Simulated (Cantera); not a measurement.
What does this Cantera script print?

```python
import numpy as np
import cantera as ct

gas_names = """
    H H2 N NH NH2 NH3 N2 N2H2 N2H4 V VN
""".split()
cond_names = """
    V(cr) V(L) VN(s)
""".split()


def load(file, names, dense=False):
    # The tables refer to 1 bar. Condensed volumes are neglected.
    table = {s.name: s for s in ct.Species.list_from_file(file)}
    out = []
    for n in names:
        d = dict(table[n].input_data)
        d["thermo"] = dict(d["thermo"], **{"reference-pressure": 1e5})
        if dense:
            d["equation-of-state"] = {"model": "constant-volume", "density": "1e6 g/cm^3"}
        out.append(ct.Species.from_dict(d))
    return out


gas = ct.Solution(thermo="ideal-gas", species=load("nasa_gas.yaml", gas_names))
cond = {s.name: ct.Solution(thermo="fixed-stoichiometry", species=[s], name=s.name)
        for s in load("nasa_condensed.yaml", cond_names, dense=True)}
atoms = {
    'V': {'V': 1},
    'N2': {'N': 2},
    'H2': {'H': 2},
}
top_T = {'VN(s)': 2300}  # K; cautious upper limits of use, not melting points


def equilibrate(T, P, feed):
    n = {}
    for name, mol in feed.items():
        for a, k in atoms[name].items():
            n[a] = n.get(a, 0.0) + k * mol
    gas.TPX = T, P, n
    mass = sum(n.values()) * gas.mean_molecular_weight
    gas.equilibrate("TP")
    valid = [c for c in cond.values() if c.min_temp <= T <= top_T.get(c.name, c.max_temp)]
    mix = ct.Mixture([(gas, mass / gas.mean_molecular_weight)] + [(c, 0.0) for c in valid])
    mix.T, mix.P = T, P
    mix.equilibrate("TP", solver="vcs", rtol=1e-11, max_steps=5000)
    return mix


results = []
feed = {'V': 1, 'N2': 0.71, 'H2': 30}  # mol
P = 240000  # Pa
for T in [2050, 2100, 2150, 2200, 2250, 2300, 2350]:
    mix = equilibrate(T, P, feed)
    results.append((T, P, feed, dict(zip(mix.species_names, mix.species_moles))))

top = {s: max(r[3][s] / sum(r[3][g] for g in gas_names) for r in results) for s in gas_names}
cols = sorted((s for s in top if top[s] > 0.001), key=lambda s: -top[s])[:8]
seen = [c for c in cond_names if any(r[3].get(c, 0) > 1e-12 for r in results)]
print("log10 of partial pressures in bar; condensed amounts in mol")
print(f"{'T/K':>10s}" + "".join(f"{s[:9]:>10s}" for s in cols + seen))
for T, P, feed, n in results:
    ng = sum(n[g] for g in gas_names)
    print(f"{T:10.4g}" + "".join(f"{np.log10(max(n[s] / ng * P / 1e5, 1e-99)):10.3f}" for s in cols)
          + "".join(f"{n.get(c, 0):10.4g}" for c in seen))
```

Result:

```
log10 of partial pressures in bar; condensed amounts in mol
       T/K        H2        N2         H      V(L)     VN(s)
      2050     0.377    -1.778    -2.456         0         1
      2100     0.376    -1.778    -2.318         0    0.9999
      2150     0.376    -1.778    -2.187         0    0.9998
      2200     0.375    -1.722    -2.062   0.05903    0.9405
      2250     0.372    -1.480    -1.943    0.4208    0.5784
      2300     0.367    -1.257    -1.831    0.9986         0
      2350     0.367    -1.258    -1.721    0.9976         0
```

These are equilibrium values from Cantera (NASA tables, ideal gas, pure condensed phases), not measurements of a reactor. Mutual solubility and eutectic melting of coexisting phases are not modelled. VN: taken at fixed stoichiometry. Condensed phases not in the tables: V2N, N, O or C dissolved in the metal.
